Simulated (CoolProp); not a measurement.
Vapour-liquid equilibrium of propane (1) + R236FA (2) at 38.25 °C; x and y are mole fractions of (1).

Computed with CoolProp (multi-fluid Helmholtz-energy mixture model, Lemmon 2009 and Pan 2012; pair parameters Bell 2016).

| x | bubble pressure (MPa) | y at the bubble point | dew pressure at overall composition x (MPa) | liquid density (mol/L) |
|---|---|---|---|---|
| 0.05 | 0.5564 | 0.260 | 0.4362 | 8.676 |
| 0.15 | 0.7880 | 0.495 | 0.4868 | 8.758 |
| 0.25 | 0.9545 | 0.601 | 0.5494 | 8.843 |
| 0.35 | 1.070 | 0.662 | 0.6286 | 8.938 |
| 0.45 | 1.152 | 0.704 | 0.7318 | 9.053 |
| 0.55 | 1.213 | 0.738 | 0.8689 | 9.201 |
| 0.65 | 1.262 | 0.773 | 1.048 | 9.397 |
| 0.75 | 1.301 | 0.813 | 1.231 | 9.658 |
| 0.85 | 1.327 | 0.867 | 1.321 | 9.997 |
| 0.95 | 1.329 | 0.945 | 1.329 | 10.42 |

y crosses x between x = 0.85 and 0.95: the model has an azeotrope there.

The pair parameters rest on a limited set of measurements; away from them the model extrapolates.
